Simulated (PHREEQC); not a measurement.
Synthetic water in mmol/kgw, 25 °C, pH 7.31, pe 11: Na 90.5; K 1.22; Ca 2.36; Mg 7.12; Cl 97; S(6) 5.67; Alkalinity (meq/kgw) 4.6; Ni 0.0333.

Valence states are taken as typed.

All values are PHREEQC results (ion-association model, wateq4f.dat), not measurements.

Task: The ionic strength comes out as 0.121 mol/kgw. What activity coefficients do KSO4-, CO3-2, Ni+2, K+, Na+ get?

Result: KSO4- 0.78, CO3-2 0.36, Ni+2 0.35, K+ 0.75, Na+ 0.77.

This is a speciation only: nothing precipitates in the calculation. Complexes and solids missing from the database can't appear. The database's nickel carbonate constants are estimates that later reviews lower a good deal.
